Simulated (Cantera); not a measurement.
# Ammonia decomposition in nitride growth gas

An isothermal, constant-pressure homogeneous reactor starts with 33.3 % NH₃, 66.7 % N₂, at 2398 K and 0.650 bar.

Model: the gas-phase N/H chemistry of the illustrative SiF4/NH3 mechanism in the Surface Chemkin manual (1991), integrated in Cantera. Walls and surfaces, which speed up NH3 decomposition in real reactors, are not modelled.

```json
[
 {"t (s)": "4.00e-5", "x NH₃": "0.325", "x NH₂": "0.00410", "x H₂": "0.00587", "x H": "4.17e-5", "x N₂": "0.665"},
 {"t (s)": "0.000153", "x NH₃": "0.301", "x NH₂": "0.00368", "x H₂": "0.0331", "x H": "0.000144", "x N₂": "0.662"},
 {"t (s)": "0.000585", "x NH₃": "0.228", "x NH₂": "0.00252", "x H₂": "0.116", "x H": "0.000413", "x N₂": "0.653"},
 {"t (s)": "0.00224", "x NH₃": "0.0869", "x NH₂": "0.00118", "x H₂": "0.275", "x H": "0.00117", "x N₂": "0.635"},
 {"t (s)": "0.00856", "x NH₃": "0.00251", "x NH₂": "0.000103", "x H₂": "0.369", "x H": "0.00471", "x N₂": "0.624"},
 {"t (s)": "0.0327", "x NH₃": "8.90e-6", "x NH₂": "9.34e-7", "x H₂": "0.367", "x H": "0.0119", "x N₂": "0.621"},
 {"t (s)": "0.125", "x NH₃": "1.82e-6", "x NH₂": "1.91e-7", "x H₂": "0.367", "x H": "0.0119", "x N₂": "0.621"},
 {"t (s)": "0.479", "x NH₃": "1.33e-6", "x NH₂": "1.40e-7", "x H₂": "0.367", "x H": "0.0119", "x N₂": "0.621"},
 {"t (s)": "1.83", "x NH₃": "1.33e-6", "x NH₂": "1.39e-7", "x H₂": "0.367", "x H": "0.0119", "x N₂": "0.621"},
 {"t (s)": "7.00", "x NH₃": "1.33e-6", "x NH₂": "1.39e-7", "x H₂": "0.367", "x H": "0.0119", "x N₂": "0.621"}
]
```
x: mole fraction; the columns are a selection and need not sum to one.

Equilibrium at this temperature and pressure: NH₃ 1.33e-6, NH₂ 1.39e-7, H₂ 0.367, H 0.0119, N₂ 0.621 (gas phase only).
